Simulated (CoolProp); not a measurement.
A simple Rankine cycle with 1,2-dichloroethane: condensing at 323.15 K, boiler at 0.691 MPa, turbine inlet 435 K, turbine efficiency 0.8, pump efficiency 0.6, no recuperator. Each further row changes one setting.

Computed with CoolProp (reference Helmholtz-energy equation of state, Thol 2015).

```
case                             thermal efficiency (%)  net work (kJ/kg)  heat in (kJ/kg)  turbine exit temperature (K)  volume ratio over the turbine
-------------------------------  ----------------------  ----------------  ---------------  ----------------------------  -----------------------------
as stated                                          17.0              73.1              430                         339.9                           19.4
turbine inlet 455 K                                17.2              77.5              451                         358.8                           19.3
condensing temperature 315.15 K                    18.1              79.9              440                         331.7                           26.3
boiler pressure 0.484 MPa                          15.5              67.2              435                         352.1                           13.5
turbine efficiency 0.7                             14.9              63.8              430                         350.5                           20.1
```
